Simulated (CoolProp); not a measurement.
Saturation properties of water (Tc = 647.1 K, pc = 220.6 bar, ω = 0.344).

Values from CoolProp's reference Helmholtz-energy equation of state, Wagner 2002.

| T (K) | p (bar) | liquid density (kg/m³) | enthalpy of vaporisation (kJ/kg) | surface tension (mN/m) | vapour viscosity (µPa s) | liquid conductivity (mW/(m K)) |
|---|---|---|---|---|---|---|
| 334.5 | 0.2123 | 982.5 | 2354 | 66.1 | 10.9 | 652 |
| 344.5 | 0.3307 | 977.0 | 2330 | 64.3 | 11.2 | 661 |
| 354.5 | 0.5007 | 970.9 | 2305 | 62.5 | 11.6 | 668 |
| 364.5 | … | 964.4 | … | … | 11.9 | 673 |
| 374.5 | 1.064 | 957.4 | 2253 | 58.7 | 12.3 | 678 |
| 384.5 | 1.500 | 949.9 | 2226 | 56.7 | … | … |
| 394.5 | 2.073 | 942.0 | 2198 | 54.7 | 13.0 | 682 |
| 404.5 | 2.814 | 933.7 | 2170 | 52.6 | 13.3 | 683 |

Problem. Complete the blanks.

Solution. 
- 364.5, p (bar): 0.7386
- 364.5, enthalpy of vaporisation (kJ/kg): 2279
- 364.5, surface tension (mN/m): 60.6
- 384.5, vapour viscosity (µPa s): 12.6
- 384.5, liquid conductivity (mW/(m K)): 681

It boils at 373.1 K under 1 atm.

Viscosity comes from a separate model (Huber 2009). Thermal conductivity comes from a separate model (Huber 2012). Surface tension comes from a separate correlation (Mulero 2012).
